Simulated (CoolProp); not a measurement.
Ethylbenzene along the isobar 3.72 MPa: Z from the reference equation and from simpler models built on Tc = 344.0 °C, pc = 3.622 MPa, ω = 0.304; each cubic takes its own stable root.

Computed with CoolProp (reference Helmholtz-energy equation of state, Zhou 2012).

```csv
T (°C),phase,reference
140.05,liquid,0.1508
154.75,liquid,0.1484
169.55,liquid,0.1463
184.35,liquid,0.1446
199.15,liquid,0.1433
213.85,liquid,0.1423
228.65,liquid,0.1417
243.45,liquid,0.1415
258.25,liquid,0.1419
272.95,liquid,0.1429
287.75,liquid,0.1448
302.55,liquid,0.1480
317.35,liquid,0.1535
332.05,liquid,0.1645
346.85,supercritical,0.3308
```

Task: How far does each simpler model (van der Waals, Soave-Redlich-Kwong, Peng-Robinson) lie from the reference over these 15 states: mean and median of the absolute difference, and the worst?

Result: 
- van der Waals: mean 62.7 %, median 66.8 %, worst +68.8 % at 140.05 °C and 3.72 MPa
- Soave-Redlich-Kwong: mean 16.5 %, median 14.3 %, worst +29.1 % at 332.05 °C and 3.72 MPa
- Peng-Robinson: mean 3.8 %, median 1.8 %, worst +15.7 % at 332.05 °C and 3.72 MPa
